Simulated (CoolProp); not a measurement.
Computed with CoolProp (reference Helmholtz-energy equation of state, Lemmon 2016).

**Question.** For R115, give the phase and the density (kg/m³), cp (kJ/(kg K)), cv (kJ/(kg K)), Joule-Thomson coefficient (K/MPa) at -19.25 °C and 6.26 MPa; -19.25 °C and 12.5 MPa.

**Answer.** 
- -19.25 °C and 6.26 MPa: liquid; density 1500, cp 0.952, cv 0.654, Joule-Thomson coefficient -0.299
- -19.25 °C and 12.5 MPa: liquid; density 1530, cp 0.938, cv 0.654, Joule-Thomson coefficient -0.339
